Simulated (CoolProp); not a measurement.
The fluid at 293.15 K and 1.44 MPa flows at 0.36 m/s in a round tube of 20 mm bore and 0.25 µm roughness, fully developed (64/Re and Nu = 3.66 if laminar; Colebrook and Gnielinski if turbulent). The same conditions are run with several fluids, on thermodynamics alone (safety and materials aside).

Model: reference Helmholtz-energy equation of state of each fluid (nitrogen: Span 2000; R13: Platzer 1990; carbon dioxide: Span 1996; ethane: Bücker 2006; CF4 (R14): Platzer 1990), in CoolProp. The equations of Platzer and Polt are older, rougher fits.

Problem. Rank nitrogen, R13, carbon dioxide, ethane, CF4 (R14) by Reynolds number, highest first.

Solution. R13 (36100), CF4 (R14) (22300), ethane (15200), carbon dioxide (13700), nitrogen (6730)

| fluid | Darcy friction factor | pressure drop (Pa/m) | heat-transfer coefficient (W/(m² K)) | mass flow (kg/h) |
|---|---|---|---|---|
| nitrogen | 0.0344 | 1.85 | 27.7 | 6.76 |
| R13 | 0.0225 | 5.34 | 58.9 | 29.8 |
| carbon dioxide | 0.0285 | 2.61 | 35.5 | 11.5 |
| ethane | 0.0277 | 1.82 | 50.4 | 8.26 |
| CF4 (R14) | 0.0252 | 4.51 | 48.2 | 22.4 |

Transport values come from each fluid's own correlations; those of R13, CF4 (R14) are estimates that may be off by 10 % or more.
